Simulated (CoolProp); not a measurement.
C2F6 (R116) at 271.84 K and 0.292 MPa is throttled through a valve to 0.104 MPa with no heat exchange. Each further row changes one setting.

Computed with CoolProp (reference Helmholtz-energy equation of state, Lemmon 2006). It is a short technical equation, of lower accuracy than the large ones.

| case | temperature change (K) | final density (kg/m³) |
|---|---|---|
| as stated | -2.1 | 6.50 |
| outlet pressure 0.0312 MPa | -2.9 | 1.93 |
| outlet pressure 0.135 MPa | -1.7 | 8.46 |
